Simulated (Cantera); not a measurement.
Feed: 1 mol Nb, 11 mol N2O, at 4400 Pa.

Equilibrium computed with Cantera from the NASA thermochemical tables; the gas is ideal and each condensed phase is pure. Candidate condensed phases: Nb, NbO, NbO2, Nb2O5; 12 gas species. Condensed phases not in the tables: the oxides between NbO2 and Nb2O5. Equilibrium is a limit: real reactors are often held back by kinetics, nucleation or transport.

x: gas mole fraction; n: condensed amount in mol.

| T (K) | x N2 | x O2 | x O | x NO | x NbO2 | x NO2 | n Nb2O5(l) |
|---|---|---|---|---|---|---|---|
| 1950 | 0.717 | 0.274 | 0.00113 | 0.00725 | … | 3.29e-6 | 0.500 |
| 2050 | 0.716 | 0.272 | 0.00242 | 0.00951 | … | 3.63e-6 | 0.500 |
| 2150 | 0.713 | 0.270 | 0.00484 | 0.0121 | … | 3.96e-6 | 0.500 |
| 2250 | 0.710 | 0.265 | 0.00906 | 0.0151 | … | 4.25e-6 | 0.499 |
| 2350 | 0.706 | 0.259 | 0.0160 | 0.0183 | … | 4.50e-6 | 0.495 |
| 2450 | 0.698 | 0.250 | 0.0269 | 0.0216 | … | 4.67e-6 | 0.480 |
| 2550 | 0.686 | 0.238 | 0.0429 | 0.0249 | … | 4.72e-6 | 0.431 |

What belongs in the gaps?


- 1950, x NbO2: 7.74e-7
- 2050, x NbO2: 5.52e-6
- 2150, x NbO2: 3.24e-5
- 2250, x NbO2: 0.000160
- 2350, x NbO2: 0.000686
- 2450, x NbO2: 0.00259
- 2550, x NbO2: 0.00874
